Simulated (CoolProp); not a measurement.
Model: reference Helmholtz-energy equation of state, Thol 2015, in CoolProp.

For 1,2-dichloroethane, give the phase and the cp (kJ/(kg K)), isothermal compressibility (1/MPa), fugacity coefficient at 500 K and 4360 kPa; 500 K and 13100 kPa.


- 500 K and 4360 kPa: liquid; cp 1.67, isothermal compressibility 0.00851, fugacity coefficient 0.424
- 500 K and 13100 kPa: liquid; cp 1.54, isothermal compressibility 0.00478, fugacity coefficient 0.177
